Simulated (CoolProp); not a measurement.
Vapour-liquid equilibrium of ethylene (1) + ethane (2) at 2.25 MPa; x and y are mole fractions of (1).

The numbers come from the multi-fluid Helmholtz-energy mixture model, Smukala 2000 and Bücker 2006; pair parameters Bell 2016 in CoolProp.

Problem. Give the bubble temperature and the first vapour's composition at x = 0.05, 0.85, 0.95. Is there an azeotrope?

Solution. x = 0.05: 269.1 K, y = 0.073; x = 0.85: 251.3 K, y = 0.888; x = 0.95: 249.6 K, y = 0.964. No azeotrope shows between x = 0.05 and 0.95.

The pair parameters rest on a limited set of measurements; away from them the model extrapolates.
